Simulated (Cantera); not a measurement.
Input: 1 mol Si3N4, 0.012 mol O2, 73 mol N2, at 950 K and 0.520 bar.

Equilibrium computed with Cantera from the NASA thermochemical tables; the gas is ideal and each condensed phase is pure. Candidate condensed phases: Si, SiO2, Si2N2O, Si3N4; 16 gas species. Kinetics and transport are ignored.

Base state: N2 1.00 (mole fractions); condensed: Si2N2O(s) + Si3N4(s).

Task: What changes in the equilibrium state with this change: Si3N4 replaced by SiC?

Result: 
```csv
species,before,after
N2,1.00,1.00
"Si2N2O(s), mol",0.0240,0.0240
"Si3N4(s), mol",0.984,0.317
"C(graphite), mol",0,1.00
```
N2 is the only nitrogen source here; it is nearly inert below about 1500 K, so the nitride shown seldom forms there in practice. Further candidate phases: C, SiC.
